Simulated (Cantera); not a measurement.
**Ignition delay**

Mixture: 9.98 % CO, 0.479 % H2, 3.69 % CH4, 18.1 % O2, 67.8 % N2, equivalence ratio 0.70, at 1.00 bar, adiabatic and at constant volume. Ignition delay is the time to a rise of 400 K.

Detailed kinetics in Cantera: GRI-Mech 3.0 (53 species, 325 reactions).

| T0 (K) | delay (ms) |
|---|---|
| 1300 | 2.18 |
| 1350 | 1.35 |
| 1400 | 0.875 |
| 1450 | 0.590 |
| 1500 | 0.412 |
| 1550 | 0.297 |
| 1600 | 0.219 |
| 1650 | 0.164 |
| 1700 | 0.125 |
| 1750 | 0.0967 |

```
Item                                                     Value
--------------------------------------------------  ----------
apparent activation energy between 1650 and 1750 K  130 kJ/mol
```
